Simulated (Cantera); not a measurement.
Equilibrium for aluminium nitride and oxide growth: Al(CH3)3 + N2

Feed: 1 mol Al(CH3)3, a varied amount of N2, at 2273 K and 330 Torr.

Equilibrium computed with Cantera from the NASA thermochemical tables; the gas is ideal and each condensed phase is pure. Candidate condensed phases: Al, AlN, C, C6H6, C7H8, C8H18; 97 gas species. The feed counts by its element totals alone. Kinetics and transport are ignored.

```
n(N2) (mol)  log p N2  log p H2  log p HCN  log p Al  log p H  log p C2H2 (acetylene)  log p HNC  log p AlH  n AlN(s)  n C(graphite)
-----------  --------  --------  ---------  --------  -------  ----------------------  ---------  ---------  --------  -------------
2.8             -0.84     -0.56      -2.12     -2.29    -2.35                   -2.98      -3.18      -3.35     0.912           2.84
3.9             -0.74     -0.62      -2.10     -2.35    -2.39                   -3.05      -3.16      -3.44     0.911           2.81
5.6             -0.64     -0.71      -2.10     -2.39    -2.43                   -3.13      -3.15      -3.53     0.903           2.77
7.9             -0.57     -0.80      -2.11     -2.43    -2.48                   -3.23      -3.17      -3.61     0.890           2.73
11              -0.52     -0.91      -2.14     -2.45    -2.53                   -3.33      -3.19      -3.69     0.871           2.69
16              -0.48     -1.04      -2.18     -2.48    -2.59                   -3.46      -3.23      -3.78     0.838           2.63
23              -0.44     -1.17      -2.23     -2.49    -2.66                   -3.59      -3.28      -3.86     0.791           2.57
32              -0.42     -1.30      -2.28     -2.50    -2.73                   -3.72      -3.34      -3.94     0.730           2.50
45              -0.40     -1.44      -2.34     -2.51    -2.79                   -3.86      -3.40      -4.01     0.642           2.41
64              -0.39     -1.59      -2.41     -2.52    -2.87                   -4.01      -3.47      -4.09     0.513           2.31
```
log p: log10 of the partial pressure in bar; n: condensed amount in mol.

From 2.8 mol N2 to 64 mol N2 the condensed part is AlN(s) + C(graphite). The main Al-bearing gas is Al throughout. The share of Al in condensed phases is highest at 2.8 mol N2 (91.2 %) and lowest at 64 mol N2 (51.3 %).
